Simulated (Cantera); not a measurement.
What does this Cantera script print?

```python
import numpy as np
import cantera as ct

gas_names = """
    CL CL2 H HCL H2 N NH NH2 NH3 N2 N2H2 N2H4 Si SiCL SiCL2 SiCL3 SiCL4 SiH SiHCL3 SiH2 SiH2CL2 SiH3
    SiH3CL SiH4 SiN Si2 Si2N Si3
""".split()
cond_names = """
    NH4CL(a) NH4CL(b) Si(cr) Si(L) Si3N4(a)
""".split()


# ... load() reads the species with a 1 bar reference pressure and builds the phases ...
atoms = {
    'SiHCl3': {'Si': 1, 'H': 1, 'CL': 3},
    'N2': {'N': 2},
    'H2': {'H': 2},
}
top_T = {'Si3N4(a)': 2400}  # K; cautious upper limits of use, not melting points


# ... equilibrate(T, P, feed) seeds the gas with the atoms and calls Mixture.equilibrate('TP', solver="vcs", rtol=1e-11, max_steps=5000) ...
results = []
feed = {'SiHCl3': 1, 'N2': 6, 'H2': 1.4}  # mol
T = 2025  # K
P = 1000  # Pa
mix = equilibrate(T, P, feed)
results.append((T, P, feed, dict(zip(mix.species_names, mix.species_moles))))
print(gas.report(threshold=1e-05))
for i in range(1, mix.n_phases):
    print(f"{mix.phase(i).name:16s} {mix.phase_moles(i):12.5e} mol")
```

Result:

```
       temperature   2025 K
          pressure   1000 Pa
           density   0.0019171 kg/m^3
  mean mol. weight   32.278 kg/kmol
   phase of matter   gas

                          1 kg             1 kmol
                     ---------------   ---------------
          enthalpy        1.1519e+06        3.7181e+07  J
   internal energy        6.3026e+05        2.0344e+07  J
           entropy            9397.9        3.0335e+05  J/K
    Gibbs function       -1.7879e+07        -5.771e+08  J
 heat capacity c_p            1169.9             37763  J/K
 heat capacity c_v            912.32             29448  J/K

                      mass frac. Y      mole frac. X     chem. pot. / RT
                     ---------------   ---------------   ---------------
                CL         0.0045526         0.0041453           -25.615
                 H        0.00022639         0.0072496           -13.039
               HCL           0.12342           0.10927           -38.654
                H2         0.0088618           0.14189           -26.078
                N2           0.54863           0.63214           -32.047
                Si          0.002569         0.0029526           -6.6358
              SiCL         0.0044495         0.0022605           -32.251
             SiCL2           0.30447          0.099287           -57.866
             SiCL3         0.0025269        0.00060672           -83.482
               SiH        6.4179e-05        7.1206e-05           -19.675
               SiN        7.5138e-05         5.762e-05           -22.659
               Si2        2.8668e-05        1.6474e-05           -13.272
              Si2N        8.1527e-05        3.7499e-05           -29.295
     [  +15 minor]        4.4889e-05        1.7368e-05

Si(L)             0.00000e+00 mol
Si3N4(a)          0.00000e+00 mol
```

Method: chemical equilibrium by Gibbs-energy minimisation in Cantera with the NASA 1993 tables (ideal gas, pure condensed phases). The tables' values for SiCl, SiCl3, SiN are old estimates; treat these amounts as uncertain.
